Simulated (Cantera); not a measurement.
What does this Cantera script print?

```python
import numpy as np
import cantera as ct

gas = ct.Solution("gri30.yaml")
gas.TPX = 2000, 1333, {'NO': 1, 'N2': 0.19}
reactor = ct.IdealGasConstPressureReactor(gas, energy="off", clone=False)
net = ct.ReactorNet([reactor])
net.rtol, net.atol = 1e-08, 1e-18
show = ['NO', 'N2O', 'N2', 'NO2', 'O2', 'O']
times = np.geomspace(0.0002, 60, 13)

steps = ct.SolutionArray(gas, extra=["t"])
rows = []
print(f"{'t/s':>10s}{'T/K':>9s}{'P/Pa':>11s}" + "".join(f"{s:>11s}" for s in show))
for t in times:
    while net.time < t:
        t_next = net.step()
        steps.append(gas.state, t=t_next)
    rows.append([np.interp(t, steps.t, y) for y in (steps.T, steps.P, *steps(*show).X.T)])
    print(f"{t:10.3e}{rows[-1][0]:9.1f}{rows[-1][1]:11.4g}" + "".join(f"{x:11.3e}" for x in rows[-1][2:]))
rate = np.gradient(steps.T, steps.t)
print("integrator steps:", len(steps.t))
if steps.T.max() > steps.T[0] + 200:
    print(f"time of steepest temperature rise: {steps.t[rate.argmax()]:.4e} s")
gas.TPX = 2000, 1333, {'NO': 1, 'N2': 0.19}
gas.equilibrate("TP")
print(f"equilibrium (TP): T = {gas.T:.1f} K  " + "  ".join(f"{s} {gas[s].X[0]:.3e}" for s in show))
```

Output:

```
       t/s      T/K       P/Pa         NO        N2O         N2        NO2         O2          O
 2.000e-04   2000.0       1333  8.403e-01  2.180e-06  1.597e-01  2.755e-09  3.733e-09  2.191e-06
 5.721e-04   2000.0       1333  8.403e-01  6.196e-06  1.597e-01  2.202e-08  3.064e-08  6.292e-06
 1.636e-03   2000.0       1333  8.403e-01  1.741e-05  1.597e-01  1.685e-07  2.529e-07  1.820e-05
 4.681e-03   2000.0       1333  8.402e-01  4.736e-05  1.597e-01  1.155e-06  2.149e-06  5.368e-05
 1.339e-02   2000.0       1333  8.400e-01  1.171e-04  1.597e-01  5.908e-06  1.990e-05  1.648e-04
 3.830e-02   2000.0       1333  8.391e-01  2.204e-04  1.600e-01  1.652e-05  2.031e-04  4.846e-04
 1.095e-01   2000.0       1333  8.357e-01  2.397e-04  1.615e-01  2.488e-05  1.564e-03  9.199e-04
 3.133e-01   2000.0       1333  8.249e-01  2.184e-04  1.669e-01  3.236e-05  6.843e-03  1.087e-03
 8.963e-01   2000.0       1333  7.920e-01  1.880e-04  1.833e-01  4.852e-05  2.312e-02  1.326e-03
 2.564e+00   2000.0       1333  6.900e-01  1.245e-04  2.342e-01  7.577e-05  7.377e-02  1.856e-03
 7.333e+00   2000.0       1333  4.185e-01  3.749e-05  3.697e-01  8.081e-05  2.089e-01  2.779e-03
 2.098e+01   2000.0       1333  9.340e-02  1.646e-06  5.321e-01  2.459e-05  3.709e-01  3.568e-03
 6.000e+01   2000.0       1333  1.493e-02  7.558e-08  5.713e-01  4.147e-06  4.100e-01  3.734e-03
integrator steps: 944
equilibrium (TP): T = 2000.0 K  NO 9.204e-03  N2O 5.100e-08  N2 5.741e-01  NO2 2.566e-06  O2 4.129e-01  O 3.746e-03
```

Computed with Cantera and GRI-Mech 3.0 (53 species, 325 reactions). Radical loss at walls, strong at low pressure, is not modelled.
